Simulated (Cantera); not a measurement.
Cantera run, input and output.

```python
import numpy as np
import cantera as ct

gas = ct.Solution("gri30.yaml", transport_model="mixture-averaged")
show = ['H2O', 'NH3', 'OH']

rows = []
print(f"{'T/K':>7s}{'rho':>11s}{'cp':>10s}{'mu':>11s}{'lambda':>11s}{'Pr':>7s}" + "".join(f"{'D_' + s:>11s}" for s in show))
for T in [400, 550, 700, 850, 1000, 1150, 1300, 1450, 1600]:
    gas.TPX = T, 630, {'NH3': 0.53}
    Pr = gas.cp_mass * gas.viscosity / gas.thermal_conductivity
    D = [gas.mix_diff_coeffs_mole[gas.species_index(s)] for s in show]
    rows.append([gas.density, gas.cp_mass, gas.viscosity, gas.thermal_conductivity, Pr, *D])
    print(f"{T:7g}{gas.density:11.4e}{gas.cp_mass:10.1f}{gas.viscosity:11.4e}"
          f"{gas.thermal_conductivity:11.4e}{Pr:7.3f}" + "".join(f"{d:11.4e}" for d in D))
print("SI units: kg/m3, J/kg/K, Pa s, W/m/K, m2/s")
```

Result:

```
    T/K        rho        cp         mu     lambda     Pr      D_H2O      D_NH3       D_OH
    400 3.2262e-03    2269.4 1.3919e-05 4.4299e-02  0.713 5.6409e-03 1.1421e+00 9.5523e-03
    550 2.3463e-03    2565.0 1.9185e-05 6.8606e-02  0.717 1.0844e-02 2.1027e+00 1.6990e-02
    700 1.8435e-03    2844.4 2.4262e-05 9.5771e-02  0.721 1.7622e-02 3.2930e+00 2.5978e-02
    850 1.5182e-03    3086.6 2.9080e-05 1.2455e-01  0.721 2.5841e-02 4.6871e+00 3.6364e-02
   1000 1.2905e-03    3319.2 3.3637e-05 1.5410e-01  0.725 3.5392e-02 6.2667e+00 4.8036e-02
   1150 1.1221e-03    3518.2 3.7947e-05 1.8387e-01  0.726 4.6181e-02 8.0178e+00 6.0913e-02
   1300 9.9267e-04    3695.1 4.2034e-05 2.1349e-01  0.728 5.8130e-02 9.9298e+00 7.4932e-02
   1450 8.8998e-04    3851.7 4.5922e-05 2.4272e-01  0.729 7.1173e-02 1.1994e+01 9.0040e-02
   1600 8.0654e-04    3989.7 4.9632e-05 2.7137e-01  0.730 8.5251e-02 1.4204e+01 1.0620e-01
SI units: kg/m3, J/kg/K, Pa s, W/m/K, m2/s
```

Computed with Cantera and GRI-Mech 3.0 (53 species, 325 reactions). Polar gases are described roughly by these parameters. The composition is frozen, though it would react at the higher temperatures.
